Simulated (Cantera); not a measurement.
# Ignition delay

Mixture: 8.20 % CH4, 19.3 % O2, 72.5 % N2, at 10.0 bar, adiabatic and at constant volume. Ignition delay is the time to a rise of 400 K.

Model: GRI-Mech 3.0 (53 species, 325 reactions), integrated in Cantera.

```
T0 (K)  delay (ms)
------  ----------
1150          7.99
1250          2.30
1350         0.744
1450         0.266
1550         0.104
1650        0.0441
```

```json
{
 "apparent activation energy between 1450 and 1650 K": "180 kJ/mol"
}
```
